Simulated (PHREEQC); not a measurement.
Leach liquor (model solution)

A solution holds 0.029 mol HCl, 0.000285 mol Al2(SO4)3 and 8.2e-05 mol MnSO4 per kg of water, at 25 °C. Closed to the air; pH follows from the charge balance.

Model: ion-association model, wateq4f.dat, run in PHREEQC.

This is a speciation only: nothing precipitates in the calculation.

Problem. Estimate the pH.

Solution. pH 1.60.

Problem. In which forms is Mn present?

Solution. Mn+2 93 %, MnCl+ 5.8 %, MnSO4 1.6 % of the Mn.
